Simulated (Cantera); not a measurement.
Input (Python, Cantera) and output of one run.

```python
import numpy as np
import cantera as ct

gas_names = """
    H HO2 H2 H2O H2O2 O OH O2 O3
""".split()
cond_names = """
    H2O(s) H2O(L)
""".split()


# ... load() reads the species with a 1 bar reference pressure and builds the phases ...
atoms = {
    'H2O': {'H': 2, 'O': 1},
    'H2': {'H': 2},
}
top_T = {}  # K; cautious upper limits of use, not melting points


# ... equilibrate(T, P, feed) seeds the gas with the atoms and calls Mixture.equilibrate('TP', solver="vcs", rtol=1e-11, max_steps=5000) ...
results = []
feed = {'H2O': 1, 'H2': 0.85}  # mol
T = 2325  # K
P = 95000  # Pa
mix = equilibrate(T, P, feed)
results.append((T, P, feed, dict(zip(mix.species_names, mix.species_moles))))
print(gas.report(threshold=0.001))
for i in range(1, mix.n_phases):
    print(f"{mix.phase(i).name:16s} {mix.phase_moles(i):12.5e} mol")
```

It prints:

```
       temperature   2325 K
          pressure   95000 Pa
           density   0.052167 kg/m^3
  mean mol. weight   10.615 kg/kmol
   phase of matter   gas

                          1 kg             1 kmol
                     ---------------   ---------------
          enthalpy       -4.7109e+06       -5.0007e+07  J
   internal energy       -6.5319e+06       -6.9338e+07  J
           entropy             22850        2.4256e+05  J/K
    Gibbs function       -5.7837e+07       -6.1395e+08  J
 heat capacity c_p            4246.3             45076  J/K
 heat capacity c_v              3463             36761  J/K

                      mass frac. Y      mole frac. X     chem. pot. / RT
                     ---------------   ---------------   ---------------
                 H        0.00072242         0.0076078           -10.405
                H2          0.086285           0.45433           -20.811
               H2O           0.91054           0.53653           -41.336
                OH         0.0024001         0.0014981           -30.931
     [   +5 minor]        5.1013e-05        2.5442e-05
```

Method: chemical equilibrium by Gibbs-energy minimisation in Cantera with the NASA 1993 tables (ideal gas, pure condensed phases).
